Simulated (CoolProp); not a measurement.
Computed with CoolProp (reference Helmholtz-energy equation of state, Lemmon 2006). It is a short technical equation, of lower accuracy than the large ones.

Question: For C3F8 (R218), give the phase and the Z, Joule-Thomson coefficient (K/MPa), expansivity (1/kK), Prandtl number at 64.25 °C and 18 bar; 64.25 °C and 42 bar; 64.25 °C and 54 bar.

Answer: 
- 64.25 °C and 18 bar: gas; Z 0.664, Joule-Thomson coefficient 15.4, expansivity 12.6, Prandtl number 0.978
- 64.25 °C and 42 bar: liquid; Z 0.250, Joule-Thomson coefficient 1.01, expansivity 7.42, Prandtl number 3.51
- 64.25 °C and 54 bar: liquid; Z 0.310, Joule-Thomson coefficient 0.663, expansivity 5.83, Prandtl number 3.53

Viscosity comes from a separate model (Huber 2003), an estimate that may be off by 10 % or more. Thermal conductivity comes from a separate model (Huber 2003), an estimate that may be off by 10 % or more.
